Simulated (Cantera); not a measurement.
Reactions in the system Ca-F-H

Cantera with NASA thermochemical tables; ideal gases at 1 bar, condensed phases pure. Values are per mole of reaction as written; species without (g) are pure solids or liquids, kept so even where they would boil at 1 bar.

Ca(g) + 2 HF(g) → H₂(g) + CaF₂

```csv
T (K),ΔH° (kJ),ΔS° (J/K),ΔG° (kJ),log10 K,condensed phases
300,-858.6,-303.1,-767.6,133.66,CaF₂(s)
2550,-726.4,-201.6,-212.2,4.35,CaF₂(l)
2575,-725.3,-201.2,-207.2,4.20,CaF₂(l)
2600,-724.2,-200.8,-202.1,4.06,CaF₂(l)
2625,-723.2,-200.4,-197.1,3.92,CaF₂(l)
2650,-722.1,-200.0,-192.1,3.79,CaF₂(l)
2675,-721.1,-199.6,-187.1,3.65,CaF₂(l)
2700,-720.0,-199.2,-182.1,3.52,CaF₂(l)
2725,-719.0,-198.8,-177.2,3.40,CaF₂(l)
2750,-717.9,-198.4,-172.2,3.27,CaF₂(l)
2775,-716.9,-198.1,-167.2,3.15,CaF₂(l)
```
